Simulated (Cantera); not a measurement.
A freely propagating, adiabatic, planar premixed flame of H₂ : O₂ : N₂ = 1 : 0.526 : 1.98 (molar parts), unburnt at 648 K and 100.0 Torr; mixture-averaged transport, grid criteria slope 0.08 and curve 0.16, no radiation.

Model: the H2/O2 subset of GRI-Mech 3.0, which has no nitrogen chemistry, integrated in Cantera. Burning velocities carry a grid error of a few per cent, more on coarse grids.

Question: What does this change do: inlet temperature 648 to 723 K?

Answer: 
```
quantity                    before     after
------------------------  --------  --------
laminar burning velocity  687 cm/s  882 cm/s
thermal thickness          6.93 mm   7.55 mm
peak x(H)                   0.0898    0.0952
peak x(HO₂)                4.21e-5   3.21e-5
peak x(OH)                  0.0202    0.0214
```
